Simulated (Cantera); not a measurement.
Input: 1 mol Fe3O4, 1.5 mol C, 2.9 mol CO, equilibrated at 0.825 Torr.

Cantera equilibrium calculation (NASA polynomials, part measured and part estimated; ideal gas, pure solids and liquids). Candidate condensed phases: C, Fe, Fe(CO)5, FeO, Fe2O3, Fe3O4; 15 gas species. Each liquid is taken as pure. Mutual solubility and eutectic melting of coexisting phases are not modelled. The tables' stoichiometric FeO is somewhat more stable than real wüstite, so its field is too wide. FeO: taken at fixed stoichiometry. Kinetics and transport are ignored.

Task: Which condensed phases are stable at each of these points (T (°C)): 1402, 1427, 1452, 1477, 1502, 1527, 1552, 1577, 1602, 1627, 1652, 1677, 1702?

Result: 
```tsv
T (°C)	condensed phases	Fe condensed (%)
1402	Fe(δ) + FeO(l)	99.4
1427	Fe(δ) + FeO(l)	99.2
1452	Fe(δ) + FeO(l)	98.7
1477	Fe(δ) + FeO(l)	98.1
1502	Fe(δ) + FeO(l)	97.2
1527	Fe(δ) + FeO(l)	95.9
1552	Fe(l) + FeO(l)	94.2
1577	Fe(l) + FeO(l)	91.7
1602	Fe(l) + FeO(l)	88.2
1627	Fe(l) + FeO(l)	83.3
1652	Fe(l) + FeO(l)	76.3
1677	FeO(l)	68.3
1702	FeO(l)	65.2
```

From 1402 °C to 1527 °C the condensed part is Fe(δ) + FeO(l). From 1552 °C to 1652 °C the condensed part is Fe(l) + FeO(l). From 1677 °C to 1702 °C the condensed part is FeO(l).
